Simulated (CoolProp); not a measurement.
n-undecane at several states: density (kg/m³) from the reference equation and from simpler models built on Tc = 638.8 K, pc = 1990 kPa, ω = 0.539; each cubic takes its own stable root.

The numbers come from the reference Helmholtz-energy equation of state, Aleksandrov 2011 in CoolProp. It is a short technical equation, of lower accuracy than the large ones.

```json
[
 {"T (K)": "412.5", "p (kPa)": "323", "phase": "liquid", "reference": "___", "van der Waals": "___", "Soave-Redlich-Kwong": "550.8", "Peng-Robinson": "621.1"},
 {"T (K)": "364.6", "p (kPa)": "3950", "phase": "liquid", "reference": "___", "van der Waals": "380.9", "Soave-Redlich-Kwong": "___", "Peng-Robinson": "654.6"},
 {"T (K)": "351.5", "p (kPa)": "103", "phase": "liquid", "reference": "___", "van der Waals": "372.9", "Soave-Redlich-Kwong": "584.2", "Peng-Robinson": "656.9"},
 {"T (K)": "533.2", "p (kPa)": "32.6", "phase": "gas", "reference": "1.164", "van der Waals": "1.158", "Soave-Redlich-Kwong": "1.162", "Peng-Robinson": "1.163"}
]
```

Problem. What belongs in the gaps?

Solution. 
- 412.5, reference: 648.2
- 412.5, van der Waals: 349.8
- 364.6, reference: 690.1
- 364.6, Soave-Redlich-Kwong: 582.7
- 351.5, reference: 695.8
